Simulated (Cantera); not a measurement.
What does this Cantera script print?

```python
import numpy as np
import cantera as ct

gas_names = """
    H HNO HNO2 HNO3 HO2 H2 H2O H2O2 N NH NH2 NH3 NH2OH NO NO2 NO3 N2 N2H2 N2H4 N2O O OH O2 O3
""".split()
cond_names = """
    H2O(s) H2O(L)
""".split()


# ... load() reads the species with a 1 bar reference pressure and builds the phases ...
atoms = {
    'H2O': {'H': 2, 'O': 1},
    'O2': {'O': 2},
    'H2': {'H': 2},
    'N2': {'N': 2},
}
top_T = {}  # K; cautious upper limits of use, not melting points


# ... equilibrate(T, P, feed) seeds the gas with the atoms and calls Mixture.equilibrate('TP', solver="vcs", rtol=1e-11, max_steps=5000) ...
results = []
feed = {'H2O': 1, 'O2': 2, 'H2': 0.24, 'N2': 0.00095}  # mol
P = 13332.2  # Pa
for T in [1148, 1348, 1548, 1748, 1948, 2148, 2348, 2548, 2748, 2948]:
    mix = equilibrate(T, P, feed)
    results.append((T, P, feed, dict(zip(mix.species_names, mix.species_moles))))

top = {s: max(r[3][s] / sum(r[3][g] for g in gas_names) for r in results) for s in gas_names}
cols = sorted((s for s in top if top[s] > 1e-05), key=lambda s: -top[s])[:6]
seen = [c for c in cond_names if any(r[3].get(c, 0) > 1e-12 for r in results)]
print("log10 of partial pressures in bar; condensed amounts in mol")
print(f"{'T/K':>10s}" + "".join(f"{s[:9]:>10s}" for s in cols + seen))
for T, P, feed, n in results:
    ng = sum(n[g] for g in gas_names)
    print(f"{T:10.4g}" + "".join(f"{np.log10(max(n[s] / ng * P / 1e5, 1e-99)):10.3f}" for s in cols)
          + "".join(f"{n.get(c, 0):10.4g}" for c in seen))
```

Output:

```
log10 of partial pressures in bar; condensed amounts in mol
       T/K        O2       H2O         O        OH         H        H2
      1148    -1.095    -1.276    -8.648    -6.087   -11.702    -9.115
      1348    -1.095    -1.276    -6.937    -4.988    -9.352    -7.433
      1548    -1.095    -1.276    -5.665    -4.173    -7.602    -6.182
      1748    -1.096    -1.277    -4.683    -3.545    -6.249    -5.215
      1948    -1.098    -1.281    -3.901    -3.048    -5.171    -4.447
      2148    -1.103    -1.290    -3.266    -2.647    -4.293    -3.826
      2348    -1.114    -1.310    -2.742    -2.323    -3.568    -3.319
      2548    -1.137    -1.352    -2.307    -2.067    -2.964    -2.910
      2748    -1.182    -1.432    -1.947    -1.876    -2.464    -2.592
      2948    -1.262    -1.581    -1.656    -1.762    -2.060    -2.376
```

Method: chemical equilibrium by Gibbs-energy minimisation in Cantera with the NASA 1993 tables (ideal gas, pure condensed phases).
